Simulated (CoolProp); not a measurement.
Computed with CoolProp (reference Helmholtz-energy equation of state, Thol 2018).

Q: For hydrogen chloride, give the phase and the density (kg/m³), cp (kJ/(kg K)), expansivity (1/kK), fugacity coefficient at -103.85 °C and 4450 kPa; 6.35 °C and 4450 kPa.

A: 
- -103.85 °C and 4450 kPa: liquid; density 1240, cp 1.65, expansivity 1.87, fugacity coefficient 0.00740
- 6.35 °C and 4450 kPa: liquid; density 910, cp 2.07, expansivity 4.95, fugacity coefficient 0.549
